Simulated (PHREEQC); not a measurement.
HNO3 is added in steps, without added water, to 1 kg of water holding 0.0011 mol CaCl2, 0.00013 mol Na2CO3 and 0.0012 mol MgSO4, at 70 °C. Oxygen is held at 0.21 atm. CO2 from the air is kept out. The run lets Aragonite, Gypsum, Halite precipitate or redissolve, and no other solid.

Base run: PHREEQC, ion-association model, phreeqc.dat. Each further column changes one thing. The table gives HCO3- (mol/kgw).

```json
[
 {"HNO3 added (mol)": "0", "base": "9.93e-5", "metal-ligand complexes left out": "0.000102", "database wateq4f.dat": "9.86e-5", "Davies equation for every ion": "9.99e-5", "all activity coefficients set to 1": "8.11e-5"},
 {"HNO3 added (mol)": "0.00016", "base": "9.60e-5", "metal-ligand complexes left out": "9.85e-5", "database wateq4f.dat": "9.60e-5", "Davies equation for every ion": "9.60e-5", "all activity coefficients set to 1": "9.49e-5"},
 {"HNO3 added (mol)": "0.00032", "base": "1.45e-6", "metal-ligand complexes left out": "1.55e-6", "database wateq4f.dat": "1.45e-6", "Davies equation for every ion": "1.47e-6", "all activity coefficients set to 1": "1.24e-6"},
 {"HNO3 added (mol)": "0.00048", "base": "4.07e-7", "metal-ligand complexes left out": "4.34e-7", "database wateq4f.dat": "4.06e-7", "Davies equation for every ion": "4.12e-7", "all activity coefficients set to 1": "3.47e-7"},
 {"HNO3 added (mol)": "0.00064", "base": "2.36e-7", "metal-ligand complexes left out": "2.51e-7", "database wateq4f.dat": "2.35e-7", "Davies equation for every ion": "2.39e-7", "all activity coefficients set to 1": "2.00e-7"},
 {"HNO3 added (mol)": "0.0008", "base": "1.66e-7", "metal-ligand complexes left out": "1.76e-7", "database wateq4f.dat": "1.65e-7", "Davies equation for every ion": "1.68e-7", "all activity coefficients set to 1": "1.41e-7"},
 {"HNO3 added (mol)": "0.00096", "base": "1.28e-7", "metal-ligand complexes left out": "1.35e-7", "database wateq4f.dat": "1.28e-7", "Davies equation for every ion": "1.30e-7", "all activity coefficients set to 1": "1.08e-7"},
 {"HNO3 added (mol)": "0.00112", "base": "1.04e-7", "metal-ligand complexes left out": "1.10e-7", "database wateq4f.dat": "1.04e-7", "Davies equation for every ion": "1.05e-7", "all activity coefficients set to 1": "8.77e-8"},
 {"HNO3 added (mol)": "0.00128", "base": "8.75e-8", "metal-ligand complexes left out": "9.22e-8", "database wateq4f.dat": "8.73e-8", "Davies equation for every ion": "8.88e-8", "all activity coefficients set to 1": "7.37e-8"},
 {"HNO3 added (mol)": "0.00144", "base": "7.56e-8", "metal-ligand complexes left out": "7.95e-8", "database wateq4f.dat": "7.54e-8", "Davies equation for every ion": "7.67e-8", "all activity coefficients set to 1": "6.35e-8"},
 {"HNO3 added (mol)": "0.0016", "base": "6.65e-8", "metal-ligand complexes left out": "6.98e-8", "database wateq4f.dat": "6.63e-8", "Davies equation for every ion": "6.75e-8", "all activity coefficients set to 1": "5.58e-8"}
]
```

Away from 25 °C the constants follow the database's enthalpies or fits; those with neither stay at their 25 °C values. phreeqc.dat and wateq4f.dat share most of their constants, so their agreement is no independent check. Solids allowed in the column 'database wateq4f.dat': Aragonite, Gypsum, Brucite, Portlandite, Nesquehonite, Halite, Mirabilite, Epsomite, Nahcolite, Natron.
